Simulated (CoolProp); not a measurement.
Vapour-liquid equilibrium of dimethyl ether (1) + n-hexane (2) at 0.194 MPa; x and y are mole fractions of (1).

The numbers come from the multi-fluid Helmholtz-energy mixture model, Wu 2011 and Thol 2019; pair parameters Bell 2016 in CoolProp.

```json
[
 {"x": "0.05", "bubble temperature (°C)": "68.9", "y at the bubble point": "0.481", "dew temperature at overall composition x (°C)": "89.1", "liquid density (mol/L)": "7.289"},
 {"x": "0.15", "bubble temperature (°C)": "39.8", "y at the bubble point": "0.825", "dew temperature at overall composition x (°C)": "85.1", "liquid density (mol/L)": "8.033"},
 {"x": "0.25", "bubble temperature (°C)": "23.9", "y at the bubble point": "0.917", "dew temperature at overall composition x (°C)": "80.8", "liquid density (mol/L)": "8.688"},
 {"x": "0.35", "bubble temperature (°C)": "14.5", "y at the bubble point": "0.951", "dew temperature at overall composition x (°C)": "76.0", "liquid density (mol/L)": "9.331"},
 {"x": "0.45", "bubble temperature (°C)": "8.4", "y at the bubble point": "0.967", "dew temperature at overall composition x (°C)": "70.7", "liquid density (mol/L)": "10.00"},
 {"x": "0.55", "bubble temperature (°C)": "4.0", "y at the bubble point": "0.977", "dew temperature at overall composition x (°C)": "64.6", "liquid density (mol/L)": "10.73"},
 {"x": "0.65", "bubble temperature (°C)": "0.7", "y at the bubble point": "0.983", "dew temperature at overall composition x (°C)": "57.4", "liquid density (mol/L)": "11.54"},
 {"x": "0.75", "bubble temperature (°C)": "-2.2", "y at the bubble point": "0.989", "dew temperature at overall composition x (°C)": "48.5", "liquid density (mol/L)": "12.46"},
 {"x": "0.85", "bubble temperature (°C)": "-4.8", "y at the bubble point": "0.993", "dew temperature at overall composition x (°C)": "36.2", "liquid density (mol/L)": "13.52"},
 {"x": "0.95", "bubble temperature (°C)": "-7.4", "y at the bubble point": "0.998", "dew temperature at overall composition x (°C)": "14.8", "liquid density (mol/L)": "14.76"}
]
```

No azeotrope shows between x = 0.05 and 0.95.

The pair parameters rest on a limited set of measurements; away from them the model extrapolates.
